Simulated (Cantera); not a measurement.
Charge: 1 mol H2S, 0.048 mol H2O, 0.035 mol O2, equilibrated at 1.00 mbar.

Cantera equilibrium calculation (NASA polynomials, part measured and part estimated; ideal gas, pure solids and liquids). Candidate condensed phases: H2O, H2SO4, S; 19 gas species. The numbers say what is thermodynamically allowed, not how fast it happens.

### Question
At 2350 K, list the 4 most abundant gas species with their mole fractions, and the condensed phases.

### Answer
H2 0.361, H 0.237, S 0.222, S2 0.0979. Condensed: gas only.
